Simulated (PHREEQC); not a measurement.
Consider water at 89 °C with 0.31 mol/kgw CaBr2. Closed to the air; pH follows from the charge balance.

Computed with PHREEQC (ion-association model, wateq4f.dat).

Each row changes one thing in this solution. No solid was allowed to form.

| case | pH | SI of Portlandite (Ca(OH)2) |
|---|---|---|
| as made | 6.16 | -7.68 |
| 0.41 mol/kgw Sr(NO3)2 added | 6.15 | -7.66 |
| diluted 5-fold with water | 6.19 | -8.16 |
| CaBr2 replaced by Ca(NO3)2 at the same molality | 6.16 | -7.68 |
| 0.0074 mol/kgw HBr added | 2.27 | -15.46 |
| CaBr2 from 0.31 to 0.155 mol/kgw | 6.18 | -7.91 |
| CaBr2 from 0.31 to 0.062 mol/kgw | 6.19 | -8.16 |
| diluted 2-fold with water | 6.18 | -7.91 |
| CaBr2 from 0.31 to 0.62 mol/kgw | 6.14 | -7.38 |

The ionic strength passes 0.7 mol/kgw, the rough limit of the ion-association models, in as made; 0.41 mol/kgw Sr(NO3)2 added; CaBr2 replaced by Ca(NO3)2 at the same molality; 0.0074 mol/kgw HBr added; CaBr2 from 0.31 to 0.62 mol/kgw. At this temperature some constants are extrapolated from 25 °C, and those without enthalpy data are left unchanged.
